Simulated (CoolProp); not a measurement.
Octamethylcyclotetrasiloxane (D4) along the isobar 2.62 bar: Z from the reference equation and from simpler models built on Tc = 313.4 °C, pc = 13.47 bar, ω = 0.598; each cubic takes its own stable root.

Model: reference Helmholtz-energy equation of state, Thol 2015, in CoolProp.

| T (°C) | phase | reference |
|---|---|---|
| 190.95 | liquid | 0.02706 |
| 202.15 | liquid | 0.02704 |
| 213.35 | liquid | 0.02709 |
| 224.45 | gas | 0.8553 |
| 235.65 | gas | 0.8689 |
| 246.85 | gas | 0.8807 |
| 258.05 | gas | 0.8911 |
| 269.25 | gas | 0.9003 |
| 280.35 | gas | 0.9085 |
| 291.55 | gas | 0.9158 |
| 302.75 | gas | 0.9224 |
| 313.95 | gas | 0.9283 |
| 325.15 | gas | 0.9337 |

Question: How far does each simpler model (van der Waals, Redlich-Kwong, Soave-Redlich-Kwong, Peng-Robinson) lie from the reference over these 13 states: mean and median of the absolute difference, and the worst?

Answer: 
- van der Waals: mean 742.2 %, median 3.4 %, worst +3227.1 % at 213.35 °C and 2.62 bar
- Redlich-Kwong: mean 716.1 %, median 1.6 %, worst +3132.6 % at 213.35 °C and 2.62 bar
- Soave-Redlich-Kwong: mean 3.0 %, median 0.5 %, worst +11.9 % at 213.35 °C and 2.62 bar
- Peng-Robinson: mean 0.7 %, median 0.5 %, worst -2.3 % at 190.95 °C and 2.62 bar

At some of these states van der Waals, Redlich-Kwong gives the other phase, because its saturation line lies elsewhere.
